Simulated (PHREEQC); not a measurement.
A solution holds 130 mmol/kgw HF and 15 mmol/kgw NaF, at 40 °C. Closed to the air; pH follows from the charge balance.

Computed with PHREEQC (ion-association model, phreeqc.dat).

No solid was allowed to form.

Task: Predict the pH, ionic strength.

Result: pH 2.30; ionic strength 0.0206 mol/kgw.

Task: In which forms is F present?

Result: HF 81 %, F- 9.5 %, HF2- 9.4 % of the F.

At this temperature some constants are extrapolated from 25 °C, and those without enthalpy data are left unchanged.
